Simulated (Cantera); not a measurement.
Input: 1 mol Pb, 0.032 mol H₂O, a varied amount of CO, at 877 °C and 870 Pa.

Cantera equilibrium calculation (NASA polynomials, part measured and part estimated; ideal gas, pure solids and liquids). Candidate condensed phases: C, C₆H₆, C₇H₈, C₈H₁₈, H₂O, Pb, PbO, PbO₂, Pb₃O₄; 113 gas species. The numbers say what is thermodynamically allowed, not how fast it happens.

What share of the Pb ends up in condensed phases as a function of n(CO) (mol), at 1.3, 2, 2.9, 4.3, 6.4, 9.4, 14, 21?


| n(CO) (mol) | Pb condensed (%) | as |
|---|---|---|
| 1.3 | 95.4 | Pb(l) |
| 2 | 93.0 | Pb(l) |
| 2.9 | 89.9 | Pb(l) |
| 4.3 | 85.1 | Pb(l) |
| 6.4 | 77.8 | Pb(l) |
| 9.4 | 67.5 | Pb(l) |
| 14 | 51.7 | Pb(l) |
| 21 | 27.5 | Pb(l) |
